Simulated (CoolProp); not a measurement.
Vapour-liquid equilibrium of R143a (1) + propane (2) at 31.65 °C; x and y are mole fractions of (1).

Computed with CoolProp (multi-fluid Helmholtz-energy mixture model, Lemmon and Jacobsen 2000 and Lemmon 2009; pair parameters Bell 2016).

Give the bubble pressure and the first vapour's composition at x = 0.275, 0.65, 0.725. Is there an azeotrope?

x = 0.275: 15.79 bar, y = 0.393; x = 0.65: 17.17 bar, y = 0.641; x = 0.725: 17.05 bar, y = 0.697. y crosses x between x = 0.575 and 0.65: the model has an azeotrope there.

Pair parameters are fitted to limited data, so mixtures are less certain than the pure fluids.
